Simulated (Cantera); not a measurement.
A closed system holds: 1 mol Si, 1.8 mol H2O, 11 mol H2, equilibrated at 1275 °C.

Equilibrium computed with Cantera from the NASA thermochemical tables; the gas is ideal and each condensed phase is pure. Candidate condensed phases: H2O, Si, SiO2; 18 gas species. Mutual solubility and eutectic melting of coexisting phases are not modelled. The tables hold silica as quartz up to 1696 K and as liquid above; real silica turns to tridymite and cristobalite and melts near 1996 K. Gases not in the tables: Si2H6 and higher silanes. The numbers say what is thermodynamically allowed, not how fast it happens.

x: gas mole fraction; n: condensed amount in mol.

| P (Pa) | x H2 | x SiO | x H2O | x H | n SiO2(β-quartz) | n Si(s) |
|---|---|---|---|---|---|---|
| 0.100 | 0.843 | 0.0714 | 0.0571 | 0.0283 | 0 | 0 |
| 1 | 0.939 | [?] | [?] | [?] | [?] | 0 |
| 10 | 0.975 | 0.0187 | 0.00342 | 0.00304 | 0.755 | 0 |
| 100 | 0.983 | 0.0158 | 0.000409 | 0.000965 | 0.795 | 0 |
| 1000 | 0.984 | 0.0154 | 4.19e-5 | 0.000305 | 0.799 | 0 |
| 10000 | 0.988 | [?] | 5.38e-6 | [?] | 0.822 | [?] |
| 100000 | 0.999 | 0.00121 | 5.44e-6 | 3.08e-5 | 0.892 | 0.0922 |
| 1000000 | 1.000 | 0.000121 | 5.44e-6 | 9.74e-6 | 0.899 | 0.0991 |

Q: Some entries are withheld; supply them.

A: 
- 1, x SiO: 0.0335
- 1, x H2O: 0.0184
- 1, x H: 0.00943
- 1, n SiO2(β-quartz): 0.555
- 10000, x SiO: 0.0121
- 10000, x H: 9.68e-5
- 10000, n Si(s): 0.0218
